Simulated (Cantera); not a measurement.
An adiabatic, constant-pressure homogeneous reactor starts with CO : H2 : O2 : N2 : CO2 = 1 : 0.75 : 0.417 : 1.57 : 0.25 (molar parts), at 1250 K and 5.00 bar. Integrator tolerance rtol = 1e-08.

Computed with Cantera and GRI-Mech 3.0 (53 species, 325 reactions). The hydrogen kinetics of GRI-Mech 3.0 are dated; newer H2 mechanisms differ, most at raised pressure.

Problem. What does this change do: O2 0.417 to 0.29 parts?

Solution. 
```
quantity                                                              before                                      after
---------------------------------  -----------------------------------------  -----------------------------------------
time of steepest temperature rise                                    13.7 µs                                    17.3 µs
temperature at 7.00 s                                                 2636 K                                     2283 K
equilibrium temperature                                               2636 K                                     2283 K
x(CO) at 7.00 s                          0.216 (gas-phase equilibrium 0.216)        0.257 (gas-phase equilibrium 0.257)
x(H2) at 7.00 s                        0.0410 (gas-phase equilibrium 0.0410)      0.0699 (gas-phase equilibrium 0.0699)
x(O2) at 7.00 s                    0.000403 (gas-phase equilibrium 0.000403)    2.87e-6 (gas-phase equilibrium 2.87e-6)
x(NO2) at 7.00 s                     7.18e-8 (gas-phase equilibrium 7.18e-8)  3.95e-10 (gas-phase equilibrium 3.95e-10)
x(NO) at 7.00 s                    0.000945 (gas-phase equilibrium 0.000945)    4.20e-5 (gas-phase equilibrium 4.20e-5)
x(HO2) at 7.00 s                     3.52e-7 (gas-phase equilibrium 3.52e-7)    3.07e-9 (gas-phase equilibrium 3.07e-9)
x(CO2) at 7.00 s                         0.132 (gas-phase equilibrium 0.132)      0.0926 (gas-phase equilibrium 0.0926)
```

Problem. What does this change do: pressure from 5.00 bar to 1.50 bar?

Solution. 
```csv
quantity,before,after
time of steepest temperature rise,13.7 µs,34.0 µs
temperature at 7.00 s,2636 K,2598 K
equilibrium temperature,2636 K,2598 K
x(CO) at 7.00 s,0.216 (gas-phase equilibrium 0.216),0.217 (gas-phase equilibrium 0.217)
x(H2) at 7.00 s,0.0410 (gas-phase equilibrium 0.0410),0.0413 (gas-phase equilibrium 0.0413)
x(O2) at 7.00 s,0.000403 (gas-phase equilibrium 0.000403),0.000907 (gas-phase equilibrium 0.000907)
x(NO2) at 7.00 s,7.18e-8 (gas-phase equilibrium 7.18e-8),8.62e-8 (gas-phase equilibrium 8.62e-8)
x(NO) at 7.00 s,0.000945 (gas-phase equilibrium 0.000945),0.00133 (gas-phase equilibrium 0.00133)
x(HO2) at 7.00 s,3.52e-7 (gas-phase equilibrium 3.52e-7),4.32e-7 (gas-phase equilibrium 4.32e-7)
x(CO2) at 7.00 s,0.132 (gas-phase equilibrium 0.132),0.131 (gas-phase equilibrium 0.131)
```
